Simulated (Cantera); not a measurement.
Gas mixture: CO = 0.89 (molar parts), at 0.000400 bar, frozen composition.

Cantera's kinetic-theory transport with the Lennard-Jones parameters of GRI-Mech 3.0, ideal gas; thermal conductivity in the mixture-averaged form.

One state of this run: ρ (kg/m³) = 0.000225; cp (J/kg/K) = 1086; μ (µPa s) = 29.1; λ (mW/m/K) = 44.2; Pr = 0.715; D (cm²/s) OH = 2610; D (cm²/s) O = 2670; D (cm²/s) NO = 1700. D: mixture-averaged diffusion coefficient of that species in the mixture.

### Question
Which value of T (K) does it belong to?
A) 500
B) 400
C) 600
D) 900

### Answer
C, 600
